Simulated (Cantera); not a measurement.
Cantera run, input and output.

```python
import numpy as np
import cantera as ct

surf = ct.Interface("diamond.yaml", "diamond_100")
gas, bulk = surf.adjacent["gas"], surf.adjacent["diamond"]
k = surf.kinetics_species_index(bulk.species_names[0])
cover = ["c6HH", "c6H*", "c6*H", "c6**", "c6HM", "c6B"]

rows, drift = [], 0.0
print(f"{'xH':>10s}{'um/h':>11s}" + "".join(f"{s:>11s}" for s in cover))
for v in [0.0001, 0.00023, 0.00052, 0.0012, 0.0027, 0.006, 0.014, 0.031, 0.07]:
    T, P, xH, xCH3 = 1050, 6200, v, 6.3e-05
    gas.TPX = T, P, {"H": xH, "CH3": xCH3, "CH4": 0.029, "H2": 1 - xH - xCH3 - 0.029}
    surf.TP = bulk.TP = T, P
    surf.coverages = "c6H*:0.1, c6HH:0.9"
    surf.advance_coverages(100.0)
    before = surf.coverages
    surf.advance_coverages(100.0)
    drift = max(drift, np.max(np.abs(surf.coverages - before) / (surf.coverages + 1e-9)))
    rate = surf.net_production_rates[k] * bulk.mean_molecular_weight / bulk.density * 3.6e9
    rows.append([rate, *surf[cover].coverages])
    print(f"{v:10.4g}{rate:11.4e}" + "".join(f"{x:11.3e}" for x in rows[-1][1:]))
```

Result:

```
        xH       um/h       c6HH       c6H*       c6*H       c6**       c6HM        c6B
    0.0001 3.0826e-01  5.833e-01  1.931e-02  3.458e-01  5.040e-03  3.161e-02  8.365e-10
   0.00023 6.6565e-01  5.552e-01  2.075e-02  3.715e-01  7.961e-03  3.045e-02  1.806e-09
   0.00052 1.1737e+00  5.459e-01  2.161e-02  3.869e-01  1.039e-02  2.420e-02  3.185e-09
    0.0012 1.7169e+00  5.458e-01  2.222e-02  3.975e-01  1.204e-02  1.551e-02  4.659e-09
    0.0027 2.1155e+00  5.481e-01  2.260e-02  4.040e-01  1.295e-02  8.537e-03  5.740e-09
     0.006 2.3511e+00  5.500e-01  2.285e-02  4.076e-01  1.341e-02  4.280e-03  6.380e-09
     0.014 2.4802e+00  5.511e-01  2.306e-02  4.094e-01  1.365e-02  1.937e-03  6.730e-09
     0.031 2.5399e+00  5.516e-01  2.333e-02  4.100e-01  1.379e-02  8.962e-04  6.892e-09
      0.07 2.5749e+00  5.518e-01  2.387e-02  4.098e-01  1.392e-02  4.022e-04  6.987e-09
```

Model: the Harris–Goodwin 1993 mechanism for the reconstructed diamond (100) surface, integrated in Cantera.
